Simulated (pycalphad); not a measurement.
# Effect of Si content in Al-Mg-Si

Computed with pycalphad from the COST 507 light-alloy database (1999), at 1 atm. The database dates from 1999; later assessments differ in places, in temperatures and in the compounds included. Phase fractions are per mole of atoms. Kinetics are ignored, which matters at the lower temperatures.

```json
[
 {"alloy": "Al-0.44Mg-6.29Si (at.%)", "liquidus (K)": "___", "first solid": "fcc", "solidus (K)": "___", "phases at 350 K": "___"},
 {"alloy": "Al-0.44Mg-8.38Si (at.%)", "liquidus (K)": "877", "first solid": "fcc", "solidus (K)": "837", "phases at 350 K": "fcc 0.91, diamond (Si) 0.08, MG2SI 0.01"},
 {"alloy": "Al-0.44Mg-16.76Si (at.%)", "liquidus (K)": "921", "first solid": "diamond (Si)", "solidus (K)": "836", "phases at 350 K": "fcc 0.83, diamond (Si) 0.17, MG2SI 0.01"},
 {"alloy": "Al-0.44Mg-25.14Si (at.%)", "liquidus (K)": "1040", "first solid": "diamond (Si)", "solidus (K)": "834", "phases at 350 K": "fcc 0.74, diamond (Si) 0.25, MG2SI 0.01"}
]
```

**Question.** Some entries are withheld; supply them.

**Answer.** 
- Al-0.44Mg-6.29Si (at.%), liquidus (K): 891
- Al-0.44Mg-6.29Si (at.%), solidus (K): 838
- Al-0.44Mg-6.29Si (at.%), phases at 350 K: fcc 0.93, diamond (Si) 0.06, MG2SI 0.01

Database names, with the compositions (at.%) that they take in these runs: MG2SI: Mg 67 Si 33.
